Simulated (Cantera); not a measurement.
What does this Cantera script print?

```python
import numpy as np
import cantera as ct

gas_names = """
    Fe FeO Fe(OH)2 H HNO HNO2 HNO3 HO2 H2 H2O H2O2 N NH NH2 NH3 NH2OH NO NO2 NO3 N2 N2H2 N2H4 N2O O OH
    O2 O3
""".split()
cond_names = """
    Fe(a) Fe(c) Fe(d) Fe(L) FeO(s) FeO(L) Fe(OH)2(s) Fe(OH)3(s) Fe2O3(s) Fe3O4(s) H2O(s) H2O(L)
""".split()


# ... load() reads the species with a 1 bar reference pressure and builds the phases ...
atoms = {
    'Fe2O3': {'Fe': 2, 'O': 3},
    'H2': {'H': 2},
    'N2': {'N': 2},
}
top_T = {'Fe2O3(s)': 1830, 'Fe3O4(s)': 1870}  # K; cautious upper limits of use, not melting points


# ... equilibrate(T, P, feed) seeds the gas with the atoms and calls Mixture.equilibrate('TP', solver="vcs", rtol=1e-11, max_steps=5000) ...
results = []
feed = {'Fe2O3': 1, 'H2': 56, 'N2': 1.8}  # mol
T = 2123.15  # K
P = 1333.22  # Pa
mix = equilibrate(T, P, feed)
results.append((T, P, feed, dict(zip(mix.species_names, mix.species_moles))))
print(gas.report(threshold=0.0001))
for i in range(1, mix.n_phases):
    print(f"{mix.phase(i).name:16s} {mix.phase_moles(i):12.5e} mol")
```

Result:

```
       temperature   2123.2 K
          pressure   1333.2 Pa
           density   0.00040202 kg/m^3
  mean mol. weight   5.323 kg/kmol
   phase of matter   gas

                          1 kg             1 kmol
                     ---------------   ---------------
          enthalpy        1.2296e+07        6.5453e+07  J
   internal energy        8.9799e+06          4.78e+07  J
           entropy             44583        2.3731e+05  J/K
    Gibbs function       -8.2359e+07        -4.384e+08  J
 heat capacity c_p              6531             34765  J/K
 heat capacity c_v              4969             26450  J/K

                      mass frac. Y      mole frac. X     chem. pot. / RT
                     ---------------   ---------------   ---------------
                Fe           0.34525          0.032908           -9.1051
                 H         0.0054587          0.028826           -12.071
                H2           0.32539           0.85917           -24.142
               H2O           0.16643          0.049176           -48.765
                N2           0.15611          0.029663           -34.979
                OH        0.00065201        0.00020408           -36.694
     [  +21 minor]        0.00071526        5.7439e-05

Fe(L)             0.00000e+00 mol
FeO(L)            0.00000e+00 mol
```

Equilibrium computed with Cantera from the NASA thermochemical tables; the gas is ideal and each condensed phase is pure.
